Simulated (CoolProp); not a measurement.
A Linde-Hampson liquefier for CF4 (R14): isothermal reversible compression at 320 K from 1 atm to 10 MPa, throttling to 1 atm, return gas leaving the recuperator 2 K below the feed. Each further row changes one setting.

Model: reference Helmholtz-energy equation of state, Platzer 1990, in CoolProp. This equation is an older, rougher fit; its heat capacities, sound speeds and derivatives of the liquid may be far off and weren't checked against measurements.

| case | liquid yield per pass | compression work (kJ/kg of gas) |
|---|---|---|
| as stated | 0.139 | 131 |
| high pressure 20 MPa | 0.222 | 148 |
| warm-end temperature 350 K | 0.101 | 146 |
| warm-end gap 7 K | 0.126 | 131 |
